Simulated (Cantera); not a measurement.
Input: 1 mol Si3N4, 2.9 mol HCl, 22 mol H2, 0.2 mol O2, equilibrated at 1098 K and 2.20 mbar.

These are equilibrium values from Cantera (NASA tables, ideal gas, pure condensed phases), not measurements of a reactor. Candidate condensed phases: H2O, NH4Cl, Si, SiO2, Si2N2O, Si3N4; 47 gas species. Mutual solubility and eutectic melting of coexisting phases are not modelled. The tables' values for SiCl3 are old estimates; treat these amounts as uncertain. Equilibrium is a limit: real reactors are often held back by kinetics, nucleation or transport.

Base state: H2 0.879, HCl 0.115, N2 0.00553, SiCl4 0.000197, SiCl2 5.34e-5, SiCl3 2.74e-5, SiHCl3 2.20e-5 (mole fractions); condensed: Si2N2O(s) + Si3N4(s).

Problem. What changes in the equilibrium state with this change: HCl from 2.9 to 13 mol?

Solution. 
| species | before | after |
|---|---|---|
| H2 | 0.879 | 0.655 |
| HCl | 0.115 | 0.319 |
| N2 | 0.00553 | 0.0128 |
| SiCl4 | 0.000197 | 0.0122 |
| SiCl3 | 2.74e-5 | 0.000525 |
| SiHCl3 | 2.20e-5 | 0.000364 |
| SiCl2 | 5.34e-5 | 0.000318 |
| Si2N2O(s), mol | 0.400 | 0.400 |
| Si3N4(s), mol | 0.731 | 0.577 |
